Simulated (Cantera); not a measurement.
## Thermodynamics of silicon nitride deposition, feed SiHCl3 + NH3 + N2

Charge: 1 mol SiHCl3, 2.5 mol NH3, 33 mol N2, at 10.0 mbar.

These are equilibrium values from Cantera (NASA tables, ideal gas, pure condensed phases), not measurements of a reactor. Candidate condensed phases: NH4Cl, Si, Si3N4; 28 gas species. The tables' values for SiCl, SiCl3, SiN are old estimates; treat these amounts as uncertain. Equilibrium is a limit: real reactors are often held back by kinetics, nucleation or transport.

```tsv
T (K)	log p N2	log p H2	log p HCl	log p SiCl2	log p H	log p Si	n Si3N4(s)	n Si(l)
1348	-2.07	-3.15	-3.13	-5.14	-7.21	-12.20	0.320	0
1448	-2.07	-3.13	-3.16	-4.51	-6.60	-10.35	0.288	0
1548	-2.07	-3.11	-3.24	-4.08	-6.06	-8.74	0.219	0
1648	-2.07	-3.07	-3.35	-3.82	-5.59	-7.33	0.130	0
1748	-2.07	-3.04	-3.50	-3.67	-5.16	-6.08	0.0453	0
1848	-2.07	-3.04	-3.57	-3.63	-4.79	-5.20	0	0.0161
1948	-2.07	-3.05	-3.53	-3.66	-4.47	-4.69	0	0
```
log p: log10 of the partial pressure in bar; n: condensed amount in mol.

From 1348 K to 1748 K the condensed part is Si3N4(s). At 1848 K the condensed part is Si(l). At 1948 K nothing is condensed. The main Si-bearing gas is SiCl2 throughout. The share of Si in condensed phases is highest at 1348 K (95.9 %) and lowest at 1948 K (0.0 %).
